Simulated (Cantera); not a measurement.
Transport properties of process gases

Gas mixture: 61.0 % N2O, 39.0 % NO, at 0.0132 atm, frozen composition.

Cantera's kinetic-theory transport with the Lennard-Jones parameters of GRI-Mech 3.0, ideal gas; thermal conductivity in the multicomponent form. The composition is frozen, though it would react at the higher temperatures.

```tsv
T (K)	ρ (kg/m³)	cp (J/kg/K)	μ (µPa s)	λ (mW/m/K)	Pr	D (cm²/s) C2H2	D (cm²/s) OH	D (cm²/s) H
400	0.0155	978.9	20.7	27.8	0.727	17.6	33.9	136
550	0.0112	1060	26.6	38.6	0.731	31.3	58.9	239
700	0.00883	1125	31.9	49.1	0.732	47.9	88.9	363
850	0.00727	1178	36.7	59.0	0.732	67.0	123	506
1000	0.00618	1218	41.1	68.4	0.732	88.5	162	667
1150	0.00537	1245	45.2	77.0	0.731	112	205	844
1300	0.00475	1269	49.1	85.3	0.731	138	251	1040
```
D: mixture-averaged diffusion coefficient of that species in the mixture.
